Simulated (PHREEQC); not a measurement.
Solution (94 °C): 0.017 mol/kgw HNO3, 0.17 mol/kgw ZnSO4 and 0.21 mol/kgw KCl. It is in equilibrium with CO2 at log p = -3.5 (atm). Otherwise closed; pH follows from the charge balance.

The numbers come from PHREEQC with the ion-association model, phreeqc.dat.

This is a speciation only: nothing precipitates in the calculation.

Task: Predict the pH, density.

Result: pH 2.79; density 0.997 g/cm³.

Task: In which forms is Zn present?

Result: Zn+2 38 %, ZnCl+ 31 %, ZnSO4 23 %, Zn(SO4)2-2 6.0 %, ZnCl2 2.0 %, ZnCl3- 0.5 % of the Zn.

At this temperature some constants are extrapolated from 25 °C, and those without enthalpy data are left unchanged.
